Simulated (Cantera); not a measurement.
**Premixed flame**

A freely propagating, adiabatic, planar premixed flame of 26.7 % CO, 1.47 % H2, 15.1 % O2, 56.8 % N2, unburnt at 700 K and 1.01 bar; mixture-averaged transport, grid criteria slope 0.08 and curve 0.16, no radiation.

Detailed kinetics in Cantera: GRI-Mech 3.0 (53 species, 325 reactions). Burning velocities carry a grid error of a few per cent, more on coarse grids.

```csv
z (mm),T (K),u (m/s),x CO,x H2,x O2,x OH,x H,x HO2
-3.11,700,1.71,0.267,0.0147,0.151,<1e-8,<1e-8,<1e-8
-2.07,700,1.71,0.267,0.0146,0.151,<1e-8,<1e-8,<1e-8
-1.56,700,1.70,0.267,0.0146,0.151,<1e-8,<1e-8,<1e-8
-1.04,700,1.70,0.267,0.0145,0.151,<1e-8,<1e-8,2.51e-7
-0.518,705,1.72,0.267,0.0133,0.151,3.31e-7,1.87e-6,5.07e-5
-0.259,835,2.02,0.259,0.0101,0.147,0.000131,0.000406,0.000138
0,1252,2.97,0.214,0.00322,0.117,0.00110,0.00479,4.00e-5
0.259,1571,3.64,0.156,0.00106,0.0811,0.00238,0.00846,1.55e-5
0.518,1747,3.98,0.126,0.00109,0.0657,0.00329,0.00882,9.53e-6
1.04,1924,4.33,0.109,0.00114,0.0584,0.00416,0.00650,6.05e-6
2.07,2091,4.65,0.0962,0.00102,0.0539,0.00457,0.00382,3.60e-6
4.15,2240,4.93,0.0821,0.000834,0.0485,0.00451,0.00215,2.08e-6
8.30,2366,5.15,0.0681,0.000656,0.0427,0.00417,0.00120,1.44e-6
```
x: mole fraction of selected species; z is measured from the peak of heat release.

```json
{
 "laminar_burning_velocity": "171 cm/s",
 "thermal_thickness": "1.04 mm",
 "peak x(OH)": "0.00459",
 "peak x(H)": "0.00898",
 "peak x(HO2)": "0.000164",
 "grid_points": "142"
}
```
